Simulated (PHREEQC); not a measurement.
# Metal-bearing waste water (model solution)

Make-up at 25 °C: 3.3 mmol/kgw FeSO4 and 0.25 mmol/kgw NaHCO3. Closed to the air; pH follows from the charge balance.

Model: ion-association model, phreeqc.dat, run in PHREEQC.

Each row changes one thing in this solution. Precipitation was switched off in this run.

```tsv
case	pH	ionic strength (mol/kgw)	SO4-2 (mol/kgw)	Fe+2 (mol/kgw)	FeSO4 (mol/kgw)	HCO3- (mol/kgw)	SI of Siderite (FeCO3)	SI of Melanterite (FeSO4:7H2O)
as made	7.29	0.0111	0.00273	0.00268	0.000566	0.000190	+1.34	-3.29
FeSO4 from 0.0033 to 0.00363 mol/kgw	7.28	0.0120	0.00298	0.00292	0.000652	0.000187	+1.34	(withheld)
diluted 10-fold with water	7.33	0.00129	0.000317	0.000315	1.29e-5	2.20e-5	(withheld)	(withheld)
temperature from 25 to 75 °C	6.67	0.00966	0.00239	0.00231	0.000903	0.000160	(withheld)	-3.86
0.00084 mol/kgw KCl added	7.30	0.0119	0.00273	0.00269	0.000553	0.000190	+1.34	-3.30
FeSO4 from 0.0033 to 0.00066 mol/kgw	7.60	0.00267	0.000617	0.000597	4.20e-5	0.000222	+1.17	(withheld)
```

### Question
Complete the blanks.

### Answer

- FeSO4 from 0.0033 to 0.00363 mol/kgw, SI of Melanterite (FeSO4:7H2O): -3.23
- diluted 10-fold with water, SI of Siderite (FeCO3): -0.35
- diluted 10-fold with water, SI of Melanterite (FeSO4:7H2O): -4.93
- temperature from 25 to 75 °C, SI of Siderite (FeCO3): +1.03
- FeSO4 from 0.0033 to 0.00066 mol/kgw, SI of Melanterite (FeSO4:7H2O): -4.42

Some of these states are supersaturated (in Siderite, for instance). Away from 25 °C the constants follow the database's enthalpies or fits; those with neither stay at their 25 °C values.
